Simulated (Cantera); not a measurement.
Gas mixture: 100 % N₂O, at 0.0310 bar, frozen composition.

Cantera's kinetic-theory transport with the Lennard-Jones parameters of GRI-Mech 3.0, ideal gas; thermal conductivity in the multicomponent form. The composition is frozen, though it would react at the higher temperatures.

One state of this run: ρ (kg/m³) = 0.0164; cp (J/kg/K) = 1255; μ (µPa s) = 40.0; λ (mW/m/K) = 67.9; Pr = 0.740; D (cm²/s) N₂ = 42.0; D (cm²/s) C₂H₂ = 35.1; D (cm²/s) OH = 64.8. D: mixture-averaged diffusion coefficient of that species in the mixture.

Problem. Which value of T (K) does it belong to?
A) 550
B) 400
C) 1000
D) 850

Solution. C, 1000
